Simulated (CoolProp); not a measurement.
R125 at several states: fugacity coefficient from the reference equation and from simpler models built on Tc = 66.0 °C, pc = 3.618 MPa, ω = 0.305; each cubic takes its own stable root.

Model: reference Helmholtz-energy equation of state, Lemmon 2005, in CoolProp.

```tsv
T (°C)	p (MPa)	phase	reference
-19.95	14.9	liquid	0.03678
-1.35	0.0267	gas	0.9945
50.35	1.32	gas	0.8545
225.25	14.5	supercritical	0.7737
```

How far does each simpler model (van der Waals, Redlich-Kwong, Soave-Redlich-Kwong, Peng-Robinson) lie from the reference over these 4 states: mean and median of the absolute difference, and the worst?


- van der Waals: mean 70.6 %, median 8.2 %, worst +266.0 % at -19.95 °C and 14.9 MPa
- Redlich-Kwong: mean 18.3 %, median 4.5 %, worst +64.2 % at -19.95 °C and 14.9 MPa
- Soave-Redlich-Kwong: mean 3.5 %, median 3.5 %, worst +6.8 % at 225.25 °C and 14.5 MPa
- Peng-Robinson: mean 0.9 %, median 0.8 %, worst -1.9 % at -19.95 °C and 14.9 MPa
